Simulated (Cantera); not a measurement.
A closed system holds: 1 mol PH3, 4.6 mol H2, 0.14 mol O2, held at 1148.15 K and 13300 Pa.

Equilibrium computed with Cantera from the NASA thermochemical tables; the gas is ideal and each condensed phase is pure. Candidate condensed phases: H2O, P, P4O10; 17 gas species. Gases not in the tables: HPO2, HPO3 and P4O6. Equilibrium is a limit: real reactors are often held back by kinetics, nucleation or transport.

Base state: H2 0.904, H2O 0.0435, P2 0.0267, P4 0.0255, PH3 7.66e-5, PO 1.43e-5 (mole fractions); condensed: gas only.

**Question.** What changes in the equilibrium state with this change: PH3 replaced by H2S?

**Answer.** 
| species | before | after |
|---|---|---|
| H2 | 0.904 | 0.772 |
| H2S | 0 | 0.178 |
| H2O | 0.0435 | 0.0500 |
| P2 | 0.0267 | 0 |
| P4 | 0.0255 | 0 |
| S2 | 0 | 0.000353 |
| PH3 | 7.66e-5 | 0 |
Gases not in the tables: S3 to S7. Further candidate phases: H2SO4, S.
